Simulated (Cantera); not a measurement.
# Equilibrium for halide evaporation, hydrolysis and transport: NaCl + HF + N2

Feed: 1 mol NaCl, 1.5 mol HF, 350 mol N2, equilibrated at 0.00160 bar.

Method: chemical equilibrium by Gibbs-energy minimisation in Cantera with the NASA 1993 tables (ideal gas, pure condensed phases). Candidate condensed phases: NH4Cl, Na, NaCl, NaF; 33 gas species. Rates play no part.

From 1173 K to 2173 K nothing is condensed. The main Na-bearing gas is NaCl at 1173 K and Na at 2173 K.

| T (K) | x N2 | x HF | x NaCl | x Cl | x Na | x NaF | x H | x HCl |
|---|---|---|---|---|---|---|---|---|
| 1173 | 0.993 | 0.00416 | 0.00274 | 5.27e-7 | 1.30e-7 | 9.09e-5 | 1.31e-9 | 9.10e-5 |
| 1273 | 0.993 | 0.00413 | 0.00271 | 2.22e-6 | 8.71e-7 | 0.000121 | 1.46e-8 | 0.000120 |
| 1373 | 0.993 | 0.00410 | 0.00268 | 7.85e-6 | 4.25e-6 | 0.000154 | 1.10e-7 | 0.000151 |
| 1473 | 0.993 | 0.00407 | 0.00263 | 2.42e-5 | 1.61e-5 | 0.000190 | 6.11e-7 | 0.000182 |
| 1573 | 0.993 | 0.00403 | 0.00256 | 6.60e-5 | 4.99e-5 | 0.000228 | 2.64e-6 | 0.000212 |
| 1673 | 0.993 | 0.00399 | 0.00244 | 0.000161 | 0.000131 | 0.000268 | 9.32e-6 | 0.000237 |
| 1773 | 0.993 | 0.00395 | 0.00223 | 0.000353 | 0.000297 | 0.000308 | 2.76e-5 | 0.000251 |
| 1873 | 0.992 | 0.00390 | 0.00190 | 0.000691 | 0.000587 | 0.000347 | 6.96e-5 | 0.000244 |
| 1973 | 0.992 | 0.00385 | 0.00144 | 0.00119 | 0.00101 | 0.000385 | 0.000149 | 0.000208 |
| 2073 | 0.991 | 0.00379 | 0.000921 | 0.00176 | 0.00149 | 0.000420 | 0.000270 | 0.000149 |
| 2173 | 0.991 | 0.00371 | 0.000490 | 0.00225 | 0.00190 | 0.000439 | 0.000424 | 8.99e-5 |
x: gas mole fraction; nothing condenses.
